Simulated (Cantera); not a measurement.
Input (Python, Cantera) and output of one run.

```python
import numpy as np
import cantera as ct

gas_names = """
    C CH CH2 CH3 CH2OH CH3O CH4 CH3OH CO CO2 COOH C2 C2H CHCO,ketyl C2H2,acetylene C2H2,vinylidene
    CH2CO,ketene C2H3,vinyl CH3CO,acetyl C2H4 C2H4O,ethylen CH3CHO,ethanal CH3COOH (HCOOH)2 C2H5 C2H6
    CH3OCH3 C2H5OH C2O C3 C3H3,propargyl C3H4,allene C3H4,propyne C3H4,cyclo- C3H5,allyl C3H6,propylene
    C3H6,cyclo- C3H6O C3H7,n-propyl C3H7,i-propyl C3H8 C3H8O,1propanol C3H8O,2propanol C3O2 C4 C4H2
    C4H4,1,3-cyclo- C4H6,butadiene C4H6,2-butyne C4H6,cyclo- C4H8,1-butene C4H8,cis2-buten
    C4H8,tr2-butene C4H8,isobutene C4H8,cyclo- (CH3COOH)2 C4H9,n-butyl C4H9,i-butyl C4H9,s-butyl
    C4H9,t-butyl C4H10,isobutane C4H10,n-butane C5 C5H6,1,3cyclo- C5H8,cyclo- C5H10,1-pentene
    C5H10,cyclo- C5H11,pentyl C5H11,t-pentyl C5H12,n-pentane C5H12,i-pentane CH3C(CH3)2CH3 C6H2
    C6H5,phenyl C6H5O,phenoxy C6H6 C6H5OH,phenol C6H10,cyclo- C6H12,1-hexene C6H12,cyclo- C6H13,n-hexyl
    C7H7,benzyl C7H8 C7H8O,cresol C7H14,1-heptene C7H15,n-heptyl C7H16,n-heptane C8H8,styrene
    C8H10,ethylbenz C8H16,1-octene C8H17,n-octyl C8H18,isooctane C8H18,n-octane C9H19,n-nonyl
    C10H8,naphthale C10H21,n-decyl C12H9,o-bipheny C12H10,bipheny H HCO HO2 H2 HCHO,formaldehy HCOOH H2O
    H2O2 O OH O2 O3 Ti TiO TiO2
""".split()
cond_names = """
    C(gr) C6H6(L) C7H8(L) C8H18(L),n-octa H2O(s) H2O(L) Ti(a) Ti(b) Ti(L) TiC(s) TiC(L) TiO(a) TiO(b)
    TiO(L) TiO2(ru) TiO2(L) Ti2O3(a) Ti2O3(b) Ti2O3(L) Ti3O5(a) Ti3O5(b) Ti3O5(L) Ti4O7(s) Ti4O7(L)
""".split()


def load(file, names, dense=False):
    # The tables refer to 1 bar. Condensed volumes are neglected.
    table = {s.name: s for s in ct.Species.list_from_file(file)}
    out = []
    for n in names:
        d = dict(table[n].input_data)
        d["thermo"] = dict(d["thermo"], **{"reference-pressure": 1e5})
        if dense:
            d["equation-of-state"] = {"model": "constant-volume", "density": "1e6 g/cm^3"}
        out.append(ct.Species.from_dict(d))
    return out


gas = ct.Solution(thermo="ideal-gas", species=load("nasa_gas.yaml", gas_names))
cond = {s.name: ct.Solution(thermo="fixed-stoichiometry", species=[s], name=s.name)
        for s in load("nasa_condensed.yaml", cond_names, dense=True)}
atoms = {
    'Ti(OiPr)4': {'Ti': 1, 'C': 12, 'H': 28, 'O': 4},
    'H2O': {'H': 2, 'O': 1},
    'H2': {'H': 2},
    'O2': {'O': 2},
}
top_T = {'C(gr)': 4500}  # K; cautious upper limits of use, not melting points


def equilibrate(T, P, feed):
    n = {}
    for name, mol in feed.items():
        for a, k in atoms[name].items():
            n[a] = n.get(a, 0.0) + k * mol
    gas.TPX = T, P, n
    mass = sum(n.values()) * gas.mean_molecular_weight
    gas.equilibrate("TP")
    valid = [c for c in cond.values() if c.min_temp <= T <= top_T.get(c.name, c.max_temp)]
    mix = ct.Mixture([(gas, mass / gas.mean_molecular_weight)] + [(c, 0.0) for c in valid])
    mix.T, mix.P = T, P
    mix.equilibrate("TP", solver="vcs", rtol=1e-11, max_steps=5000)
    return mix


results = []
feed = {'Ti(OiPr)4': 1, 'H2O': 0.85, 'H2': 56, 'O2': 3.9}  # mol
P = 100000  # Pa
for T in [1000, 1050, 1100, 1150, 1200, 1250, 1300, 1350, 1400]:
    mix = equilibrate(T, P, feed)
    results.append((T, P, feed, dict(zip(mix.species_names, mix.species_moles))))
    x = sorted(zip(gas.X, gas.species_names), reverse=True)
    print(f"T = {T:g} K  P = {P:g} Pa  gas = {mix.phase_moles(0):.4g} mol")
    print("   x: " + "  ".join(f"{s} {v:.3e}" for v, s in x if v > 0.0001))
    print("   condensed (mol): " + ("  ".join(f"{mix.phase(i).name} {mix.phase_moles(i):.4g}"
          for i in range(1, mix.n_phases) if mix.phase_moles(i) > 1e-12) or "none"))
```

Result:

```
T = 1000 K  P = 100000 Pa  gas = 74.3 mol
   x: H2 8.049e-01  CO 9.808e-02  CH4 5.757e-02  H2O 3.353e-02  CO2 5.865e-03
   condensed (mol): TiO2(ru) 1
T = 1050 K  P = 100000 Pa  gas = 76.98 mol
   x: H2 8.264e-01  CO 1.149e-01  CH4 3.811e-02  H2O 1.768e-02  CO2 2.895e-03
   condensed (mol): TiO2(ru) 1
T = 1100 K  P = 100000 Pa  gas = 78.67 mol
   x: H2 8.406e-01  CO 1.234e-01  CH4 2.536e-02  H2O 9.280e-03  CO2 1.344e-03
   condensed (mol): C(gr) 0.1903  TiO2(ru) 1
T = 1150 K  P = 100000 Pa  gas = 79.7 mol
   x: H2 8.501e-01  CO 1.273e-01  CH4 1.691e-02  H2O 5.074e-03  CO2 6.391e-04
   condensed (mol): C(gr) 0.4572  TiO2(ru) 1
T = 1200 K  P = 100000 Pa  gas = 80.31 mol
   x: H2 8.561e-01  CO 1.291e-01  CH4 1.158e-02  H2O 2.868e-03  CO2 3.150e-04
   condensed (mol): C(gr) 0.6756  TiO2(ru) 1
T = 1250 K  P = 100000 Pa  gas = 80.69 mol
   x: H2 8.600e-01  CO 1.300e-01  CH4 8.132e-03  H2O 1.683e-03  CO2 1.626e-04
   condensed (mol): C(gr) 0.8425  TiO2(ru) 1
T = 1300 K  P = 100000 Pa  gas = 81.19 mol
   x: H2 8.600e-01  CO 1.330e-01  CH4 5.816e-03  H2O 1.043e-03
   condensed (mol): C(gr) 0.7196  Ti4O7(s) 0.25
T = 1350 K  P = 100000 Pa  gas = 81.43 mol
   x: H2 8.609e-01  CO 1.341e-01  CH4 4.272e-03  H2O 6.616e-04
   condensed (mol): C(gr) 0.7265  Ti3O5(b) 0.3333
T = 1400 K  P = 100000 Pa  gas = 81.53 mol
   x: H2 8.621e-01  CO 1.342e-01  CH4 3.210e-03  H2O 4.310e-04
   condensed (mol): C(gr) 0.7919  Ti3O5(b) 0.3333
```

Cantera equilibrium calculation (NASA polynomials, part measured and part estimated; ideal gas, pure solids and liquids). The feed counts by its element totals alone. Condensed phases not in the tables: Magnéli phases beyond Ti4O7. Gases not in the tables: TiO(OH)2.
